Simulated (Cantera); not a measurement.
Titanium nitride, carbide and oxide coatings: Ti(OiPr)4 + CH4

Feed: 1 mol Ti(OiPr)4, 0.37 mol CH4, at 610 Pa.

Equilibrium computed with Cantera from the NASA thermochemical tables; the gas is ideal and each condensed phase is pure. Candidate condensed phases: C, C6H6, C7H8, C8H18, H2O, Ti, TiC, TiO, TiO2, Ti2O3, Ti3O5, Ti4O7; 113 gas species. The feed counts by its element totals alone. TiC: taken at fixed stoichiometry. The numbers say what is thermodynamically allowed, not how fast it happens.

From 1300 K to 2200 K the condensed part is C(graphite) + TiC(s).

```
T (K)  log p H2  log p CO  log p H  log p C2H2 (acetylene)  log p CH4  log p H2O  log p C2H  n C(graphite)  n TiC(s)
-----  --------  --------  -------  ----------------------  ---------  ---------  ---------  -------------  --------
1300      -2.32     -2.89    -7.12                   -8.56      -6.74      -7.24       <-14           7.37      1.00
1450      -2.32     -2.89    -6.18                   -7.63      -7.12      -7.81       <-14           7.37      1.00
1600      -2.32     -2.89    -5.42                   -6.88      -7.43      -8.26     -12.46           7.37      1.00
1750      -2.32     -2.89    -4.79                   -6.26      -7.68      -8.64     -10.89           7.37      1.00
1900      -2.32     -2.89    -4.26                   -5.74      -7.90      -8.96      -9.56           7.36      1.00
2050      -2.33     -2.89    -3.81                   -5.31      -8.09      -9.24      -8.44           7.34     1.000
2200      -2.35     -2.90    -3.43                   -4.94      -8.28      -9.49      -7.48           7.30     1.000
```
log p: log10 of the partial pressure in bar; n: condensed amount in mol.
